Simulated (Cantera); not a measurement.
# PbO + CO + N2 (iron carbonyl, mercury and lead vapours)

Input: 1 mol PbO, 1.7 mol CO, 0.12 mol N2, at 1050 K and 0.133 bar.

Cantera equilibrium calculation (NASA polynomials, part measured and part estimated; ideal gas, pure solids and liquids). Candidate condensed phases: C, Pb, PbO, PbO2, Pb3O4; 27 gas species. The numbers say what is thermodynamically allowed, not how fast it happens.

```
Quantity                                   Result
--------------------------------------  ---------
x(CO2)                                      0.549
x(CO)                                       0.384
x(N2)                                      0.0659
x(Pb)                                    0.000349
n(Pb(l))                                0.999 mol
gas amount                              1.821 mol
log10 activity of C(graphite) (absent)      -2.12
log10 activity of PbO2(s) (absent)         -15.29
```
